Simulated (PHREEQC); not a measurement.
Make-up at 67 °C: 0.066 mol/kgw HF, 0.0058 mol/kgw NaF and 0.0047 mol/kgw H2SiF6. Closed to the air; pH follows from the charge balance.

Computed with PHREEQC (ion-association model, phreeqc.dat).

```tsv
quantity	before	after
pH	2.16	2.35
ionic strength (mol/kgw)	0.0184	0.0154
F- (mol/kgw)	0.00330	0.00136
HF2- (mol/kgw)	0.000963	0.000106
NaF (mol/kgw)	8.17e-6	3.45e-6
SI of Quartz (SiO2)	-3.93	-0.86
```

**Question.** What was changed between the two runs?
A. HF from 0.066 to 0.33 mol/kgw
B. HF from 0.066 to 0.0132 mol/kgw
C. diluted 2-fold with water
D. HF from 0.066 to 0.132 mol/kgw
E. temperature from 67 to 80 °C

**Answer.** B, HF from 0.066 to 0.0132 mol/kgw

No solid was allowed to form. Constants without temperature data keep their 25 °C values here. SiF6-2 is the database's only silicon fluoride.
